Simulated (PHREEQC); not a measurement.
PHREEQC input (ion-association model, wateq4f.dat):

```
SOLUTION_MASTER_SPECIES
  Tma  Tma+  0  Tma  74.145  # tetramethylammonium, taken as a free cation
  Amm  AmmH+  0  AmmH  17.031  # ammonia with no redox link, constants of NH4+
SOLUTION_SPECIES
  Tma+ = Tma+
    -log_k 0
    -gamma 4.0 0
  AmmH+ = AmmH+
    -log_k 0
  AmmH+ = Amm + H+
    -log_k -9.252
    -delta_h 12.48 kcal
    -analytic 0.6322 -0.001225 -2835.76
    -gamma 2.5 0.0
  AmmH+ + SO4-2 = AmmHSO4-
    -log_k 1.11
    -gamma 5.0 0.0
PHASES
  Amm(g)
    Amm = Amm
    -log_k 1.770
    -delta_h -8.170 kcal
EXCHANGE_SPECIES
  AmmH+ + X- = AmmHX
    -log_k 0.6
SOLUTION 1
  temp 25
  units mol/kgw
  pH 7 charge
  F 0.37
  K 0.5852
  Cl 0.0052
SOLUTION 2
  temp 25
  units mol/kgw
  pH 7 charge
  Amm 0.0012
  C(4) 4.6e-06
  Cl 0.018
  Tma 0.018
END
SELECTED_OUTPUT 1
  -reset false
  -pH true
  -pe true
  -ionic_strength true
  -water true
  -totals Amm C Cl F K Tma C(-4) C(4)
  -molalities H+ CO3-2 Cl- F- K+ CO2 HCO3- O2 OH- HF
    HF2- H2F2 AmmH+ Amm Tma+
PRINT
  -reset false
MIX 1
  1 1
  2 0
EQUILIBRIUM_PHASES 1
  O2(g) -0.68 10
END
# ... the last block is repeated for the other 10 points of share of solution B
```

Selected output (columns that matter, 11 of 11 rows; share of solution B added in front):

```
share of solution B	pH	mu	Amm	C	Cl	F	K	Tma	m_H+	m_CO3-2	m_Cl-	m_F-	m_K+	m_HCO3-
0	13.123	0.5852	0	0	0.0052	0.37	0.5852	0	9.9249e-14	0	0.0052	0.37	0.5852	0
0.1	13.082	0.52848	0.00012	4.6e-07	0.00648	0.333	0.52668	0.0018	1.086e-13	4.5973e-07	0.00648	0.333	0.52668	2.6524e-10
0.2	13.036	0.47176	0.00024	9.2e-07	0.00776	0.296	0.46816	0.0036	1.2008e-13	9.1939e-07	0.00776	0.296	0.46816	6.0603e-10
0.3	12.984	0.41504	0.00036	1.38e-06	0.00904	0.259	0.40964	0.0054	1.3454e-13	1.3789e-06	0.00904	0.259	0.40964	1.0571e-09
0.4	12.924	0.35832	0.00048	1.84e-06	0.01032	0.222	0.35112	0.0072	1.5341e-13	1.8383e-06	0.01032	0.222	0.35112	1.6776e-09
0.5	12.854	0.3016	0.0006	2.3e-06	0.0116	0.185	0.2926	0.009	1.7917e-13	2.2974e-06	0.0116	0.185	0.2926	2.5761e-09
0.6	12.767	0.24488	0.00072	2.76e-06	0.01288	0.148	0.23408	0.0108	2.1673e-13	2.756e-06	0.01288	0.148	0.23408	3.9752e-09
0.7	12.654	0.18816	0.00084	3.22e-06	0.01416	0.111	0.17556	0.0126	2.7728e-13	3.2136e-06	0.01416	0.111	0.17556	6.4083e-09
0.8	12.494	0.13144	0.00096	3.68e-06	0.01544	0.074	0.11704	0.0144	3.9364e-13	3.6685e-06	0.01544	0.074	0.11704	1.1523e-08
0.9	12.217	0.074725	0.00108	4.14e-06	0.01672	0.037	0.05852	0.0162	7.2521e-13	4.1122e-06	0.01672	0.037	0.05852	2.7836e-08
1	10.12	0.01816	0.0012	4.6e-06	0.018	0	0	0.018	8.4846e-11	2.1889e-06	0.018	0	0	2.4107e-06
```

Species that the database lacks are ignored. (CH3)4N+ isn't in the database: it is added as a free cation with an ion size of 4 Å.
